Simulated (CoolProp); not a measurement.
Model: reference Helmholtz-energy equation of state, McLinden 2015, in CoolProp.

### Question
Give the vapour pressure (kPa), liquid density (kg/m³), liquid cp (kJ/(kg K)), vapour Z of saturated the fluoroketone C6F12O (FK-5-1-12) at -62.15, -16.05, 30.05 °C.

### Answer
| T (°C) | p (kPa) | liquid density (kg/m³) | liquid cp (kJ/(kg K)) | vapour Z |
|---|---|---|---|---|
| -62.15 | 0.131 | 1850 | 1.11 | 1.000 |
| -16.05 | 5.01 | 1720 | 1.09 | 0.993 |
| 30.05 | 49.8 | 1590 | 1.11 | 0.961 |
